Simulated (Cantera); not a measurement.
What does this Cantera script print?

```python
import numpy as np
import cantera as ct

gas = ct.Solution("gri30.yaml")
gas.TPX = 1225, 101325, {'N2O': 1}
reactor = ct.IdealGasConstPressureReactor(gas, energy="off", clone=False)
net = ct.ReactorNet([reactor])
net.rtol, net.atol = 1e-08, 1e-18
show = ['N2O', 'N2', 'NO', 'NO2', 'O2', 'O']
times = np.geomspace(7e-05, 3, 15)

steps = ct.SolutionArray(gas, extra=["t"])
rows = []
print(f"{'t/s':>10s}{'T/K':>9s}{'P/Pa':>11s}" + "".join(f"{s:>11s}" for s in show))
for t in times:
    while net.time < t:
        t_next = net.step()
        steps.append(gas.state, t=t_next)
    rows.append([np.interp(t, steps.t, y) for y in (steps.T, steps.P, *steps(*show).X.T)])
    print(f"{t:10.3e}{rows[-1][0]:9.1f}{rows[-1][1]:11.4g}" + "".join(f"{x:11.3e}" for x in rows[-1][2:]))
rate = np.gradient(steps.T, steps.t)
print("integrator steps:", len(steps.t))
if steps.T.max() > steps.T[0] + 200:
    print(f"time of steepest temperature rise: {steps.t[rate.argmax()]:.4e} s")
gas.TPX = 1225, 101325, {'N2O': 1}
gas.equilibrate("TP")
print(f"equilibrium (TP): T = {gas.T:.1f} K  " + "  ".join(f"{s} {gas[s].X[0]:.3e}" for s in show))
```

It prints:

```
       t/s      T/K       P/Pa        N2O         N2         NO        NO2         O2          O
 7.000e-05   1225.0  1.013e+05  9.999e-01  5.960e-05  6.979e-06  2.637e-10  2.679e-05  2.526e-06
 1.500e-04   1225.0  1.013e+05  9.998e-01  1.302e-04  1.561e-05  1.318e-09  5.994e-05  2.526e-06
 3.212e-04   1225.0  1.013e+05  9.996e-01  2.814e-04  3.410e-05  6.251e-09  1.309e-04  2.526e-06
 6.881e-04   1225.0  1.013e+05  9.990e-01  6.052e-04  7.367e-05  2.876e-08  2.829e-04  2.525e-06
 1.474e-03   1225.0  1.013e+05  9.979e-01  1.298e-03  1.583e-04  1.293e-07  6.081e-04  2.525e-06
 3.158e-03   1225.0  1.013e+05  9.956e-01  2.779e-03  3.388e-04  5.605e-07  1.303e-03  2.523e-06
 6.765e-03   1225.0  1.013e+05  9.906e-01  5.933e-03  7.225e-04  2.275e-06  2.783e-03  2.520e-06
 1.449e-02   1225.0  1.013e+05  9.799e-01  1.261e-02  1.532e-03  8.208e-06  5.916e-03  2.511e-06
 3.104e-02   1225.0  1.013e+05  9.577e-01  2.656e-02  3.212e-03  2.475e-05  1.246e-02  2.490e-06
 6.650e-02   1225.0  1.013e+05  9.127e-01  5.490e-02  6.597e-03  6.142e-05  2.576e-02  2.444e-06
 1.425e-01   1225.0  1.013e+05  8.263e-01  1.093e-01  1.299e-02  1.315e-04  5.130e-02  2.348e-06
 3.052e-01   1225.0  1.013e+05  6.777e-01  2.030e-01  2.361e-02  2.484e-04  9.541e-02  2.158e-06
 6.537e-01   1225.0  1.013e+05  4.666e-01  3.367e-01  3.757e-02  4.035e-04  1.587e-01  1.808e-06
 1.400e+00   1225.0  1.013e+05  2.425e-01  4.800e-01  4.984e-02  5.438e-04  2.271e-01  1.254e-06
 3.000e+00   1225.0  1.013e+05  8.194e-02  5.844e-01  5.507e-02  6.168e-04  2.780e-01  5.907e-07
integrator steps: 850
equilibrium (TP): T = 1225.0 K  N2O 1.755e-08  N2 6.665e-01  NO 2.746e-04  NO2 5.214e-06  O2 3.332e-01  O 2.429e-08
```

Model: GRI-Mech 3.0 (53 species, 325 reactions), integrated in Cantera. GRI-Mech 3.0 was tuned for natural gas; its chemistry of N2O as a main component is partial and can be far from experiment. The mechanism lacks the step 2 NO + O2 → 2 NO2, which can matter for NO2 below about 1400 K. The temperature is held fixed by assumption; the heat of reaction is taken as removed at once.
